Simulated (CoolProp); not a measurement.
Vapour pressure (MPa) of nitrous oxide: the reference equation beside estimates from Tc = 309.5 K, pc = 7.245 MPa, ω = 0.161. Clausius-Clapeyron is anchored at 226.1 K with a constant enthalpy of vaporisation of 14.16 kJ/mol.

Model: reference Helmholtz-energy equation of state, Lemmon 2006, in CoolProp. It is a short technical equation, of lower accuracy than the large ones.

```csv
T (K),reference,Lee-Kesler,Clausius-Clapeyron
209.8,0.3710,___,___
213.9,___,0.4446,0.4719
218,0.5270,0.5281,0.5482
222,0.6190,0.6205,0.6310
226.1,0.7252,0.7271,0.7252
230.2,0.8444,___,___
234.2,0.9742,0.9767,0.9410
238.3,1.122,1.125,1.066
242.4,1.286,1.288,1.203
246.5,1.466,1.469,1.352
250.5,___,1.662,1.510
```

Problem. Some entries are withheld; supply them.

Solution. 
- 209.8, Lee-Kesler: 0.3714
- 209.8, Clausius-Clapeyron: 0.4039
- 213.9, reference: 0.4438
- 230.2, Lee-Kesler: 0.8467
- 230.2, Clausius-Clapeyron: 0.8293
- 250.5, reference: 1.659

Absolute difference from the reference over all 11 rows, mean and median: Lee-Kesler 0.2 and 0.2 %, Clausius-Clapeyron 5.0 and 5.0 %.
